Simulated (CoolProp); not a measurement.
A simple Rankine cycle with CH2F2 (R32): condensing at 300.15 K, boiler at 4.8 MPa, turbine inlet 344.4 K, turbine efficiency 0.65, pump efficiency 0.6, no recuperator. Each further row changes one setting.

Values from CoolProp's reference Helmholtz-energy equation of state, Tillner-Roth 1997.

| case | thermal efficiency (%) | net work (kJ/kg) | heat in (kJ/kg) | turbine exit temperature (K) | volume ratio over the turbine |
|---|---|---|---|---|---|
| as stated | 5.5 | 12.9 | 237 | 300.1 | 2.97 |
| turbine inlet 364.4 K | 6.2 | 18.0 | 289 | 302.8 | 2.56 |
| condensing temperature 292.15 K | 6.6 | 16.6 | 252 | 292.2 | 3.72 |
| boiler pressure 3.36 MPa | 4.4 | 12.7 | 290 | 306.7 | 1.82 |
| turbine efficiency 0.55 | 4.3 | 10.1 | 237 | 300.1 | 3.00 |

The expansion ends wet for: as stated; condensing temperature 292.15 K; turbine efficiency 0.55.
